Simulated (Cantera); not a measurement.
# Ignition delay

Mixture: CH4 : O2 : N2 : H2O = 1 : 3.51 : 15.8 : 0.034 (molar parts), equivalence ratio 0.57, at 7500 Torr, adiabatic and at constant pressure. Ignition delay is the time to a rise of 400 K.

Computed with Cantera and GRI-Mech 3.0 (53 species, 325 reactions).

| T0 (K) | delay (ms) |
|---|---|
| 1323 | 1.05 |
| 1423 | 0.372 |
| 1523 | 0.145 |
| 1623 | 0.0617 |
| 1723 | 0.0288 |
| 1823 | 0.0147 |
| 1923 | 0.00816 |
| 2023 | 0.00487 |

```
Item                                                     Value
--------------------------------------------------  ----------
apparent activation energy between 1823 and 2023 K  170 kJ/mol
```
